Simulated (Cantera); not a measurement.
Input (Python, Cantera):

```python
import numpy as np
import cantera as ct

gas = ct.Solution("gri30.yaml")
gas.TPX = 650, 500000, {'CH4': 1, 'C2H6': 0.13, 'C3H8': 0.43, 'O2': 3.07, 'N2': 11.5}
inlet = ct.Reservoir(gas, clone=True)
gas.equilibrate("HP")  # start burning
reactor = ct.IdealGasConstPressureReactor(gas, energy="on", clone=False)
exhaust = ct.Reservoir(gas, clone=True)
tau = [0.26, 0.089, 0.03, 0.0099, 0.0033, 0.0011, 0.00037, 0.00012, 4.2e-05, 1.4e-05][0]
for a, b in ((inlet, reactor), (reactor, exhaust)):
    ct.MassFlowController(a, b, mdot=lambda t: reactor.mass / tau)
net = ct.ReactorNet([reactor])
show = ['CH4', 'C2H6', 'C3H8', 'H', 'O', 'CH2CO', 'OH']

rows = []
print(f"{'tau/s':>10s}{'T/K':>9s}" + "".join(f"{s:>11s}" for s in show))
for tau in [0.26, 0.089, 0.03, 0.0099, 0.0033, 0.0011, 0.00037, 0.00012, 4.2e-05, 1.4e-05]:
    net.initial_time = 0.0
    net.advance(30 * tau)
    before = gas.X
    net.advance(40 * tau)
    drift = np.max(np.abs(gas.X - before) / (gas.X + 1e-9))
    rows.append([gas.T, *gas[show].X, drift])
    print(f"{tau:10.3e}{gas.T:9.1f}" + "".join(f"{x:11.3e}" for x in gas[show].X))
```

Result:

```
     tau/s      T/K        CH4       C2H6       C3H8          H          O      CH2CO         OH
 2.600e-01   2199.9  3.342e-05  7.997e-09  2.063e-08  7.516e-04  1.768e-06  1.189e-07  2.332e-04
 8.900e-02   2199.2  8.067e-05  2.392e-08  5.836e-08  8.148e-04  2.126e-06  3.315e-07  2.533e-04
 3.000e-02   2198.4  1.885e-04  7.558e-08  1.666e-07  8.930e-04  2.697e-06  9.394e-07  2.794e-04
 9.900e-03   2197.3  4.208e-04  2.574e-07  4.829e-07  9.858e-04  3.717e-06  2.728e-06  3.139e-04
 3.300e-03   2194.9  8.216e-04  8.734e-07  1.369e-06  1.113e-03  5.904e-06  7.552e-06  3.674e-04
 1.100e-03   2187.6  1.371e-03  2.800e-06  3.816e-06  1.310e-03  1.108e-05  1.900e-05  4.552e-04
 3.700e-04   2168.1  2.083e-03  8.615e-06  1.060e-05  1.569e-03  2.306e-05  4.355e-05  5.760e-04
 1.200e-04   2113.5  3.509e-03  3.264e-05  3.443e-05  1.734e-03  4.960e-05  1.103e-04  6.673e-04
 4.200e-05    650.0  6.200e-02  8.060e-03  2.666e-02  9.518e-26  1.375e-23  1.090e-16  4.142e-22
 1.400e-05    650.0  6.200e-02  8.060e-03  2.666e-02  3.003e-26  3.845e-24 -5.171e-20  1.193e-22
```

Cantera simulation using GRI-Mech 3.0 (53 species, 325 reactions); the numbers are that mechanism's predictions, not measurements. GRI-Mech 3.0 was tuned for natural gas; its chemistry of propane as a main component is partial and can be far from experiment.
